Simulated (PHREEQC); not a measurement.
Solution (25 °C): 1.1 mmol/kgw Fe2(SO4)3. Closed to the air; pH follows from the charge balance.

Computed with PHREEQC (ion-association model, phreeqc.dat).

Task: The ionic strength comes out as 0.00740 mol/kgw. What activity coefficients do FeHSO4+2, Fe+3, Fe3(OH)4+5, FeOH+2, Fe(SO4)2- get?

Result: FeHSO4+2 0.70, Fe+3 0.48, Fe3(OH)4+5 0.10, FeOH+2 0.70, Fe(SO4)2- 0.91.

This is a speciation only: nothing precipitates in the calculation. Saturation is exceeded, for instance for Fe(OH)3(a), Hematite (slow to form); the values hold only as long as no solid forms. Complexes and solids missing from the database can't appear.
